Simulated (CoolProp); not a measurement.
Model: reference Helmholtz-energy equation of state, Thol 2018, in CoolProp.

Q: For hydrogen chloride, give the phase and the density (kg/m³), cp (kJ/(kg K)), expansivity (1/kK), fugacity coefficient at 377 K and 11.2 MPa.

A: 
- 377 K and 11.2 MPa: supercritical; density 199, cp 1.98, expansivity 9.37, fugacity coefficient 0.718
